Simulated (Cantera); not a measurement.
Input: 1 mol Al2O3, 2000 mol H2, 3.1 mol N2, held at 10.0 mbar.

Equilibrium computed with Cantera from the NASA thermochemical tables; the gas is ideal and each condensed phase is pure. Candidate condensed phases: Al, AlN, Al2O3, H2O; 35 gas species. Kinetics and transport are ignored.

Question: At 1450 K, list the 3 most abundant gas species with their mole fractions, and the condensed phases.

Answer: H2 0.998, N2 0.00155, H 9.45e-5. Condensed: Al2O3(s).
